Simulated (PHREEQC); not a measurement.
A solution holds 0.0031 mol/kgw CuCl2 and 0.0015 mol/kgw KCl, at 20 °C. Closed to the air; pH follows from the charge balance.

The numbers come from PHREEQC with the ion-association model, wateq4f.dat.

This is a speciation only: nothing precipitates in the calculation.

Problem. What pH does the model give?

Solution. pH 5.08.

Problem. In which forms is Cu present?

Solution. Cu+2 99 %, CuCl+ 1.1 % of the Cu.

Examples of supersaturated solids here: Atacamite. Others may be too.
